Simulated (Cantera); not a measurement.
A closed system holds: 1 mol AlCl₃, 2.3 mol NH₃, 6.5 mol H₂, held at 1052 °C and 13.3 mbar.

Cantera equilibrium calculation (NASA polynomials, part measured and part estimated; ideal gas, pure solids and liquids). Candidate condensed phases: Al, AlCl₃, AlN, NH₄Cl; 20 gas species. The tables' values for AlCl₂ are old estimates; treat these amounts as uncertain. Equilibrium is a limit: real reactors are often held back by kinetics, nucleation or transport.

Base state: H₂ 0.778, HCl 0.0864, N₂ 0.0809, AlCl₃ 0.0528, AlCl₂ 0.00117, AlCl 0.000425, H 1.25e-5 (mole fractions); condensed: AlN(s).

Question: What changes in the equilibrium state with this change: AlCl₃ replaced by Al?

Answer: 
```csv
species,before,after
H₂,0.778,0.939
N₂,0.0809,0.0613
H,1.25e-5,1.37e-5
HCl,0.0864,0
AlCl₃,0.0528,0
AlCl₂,0.00117,0
AlCl,0.000425,0
"AlN(s), mol",0.341,1.00
```
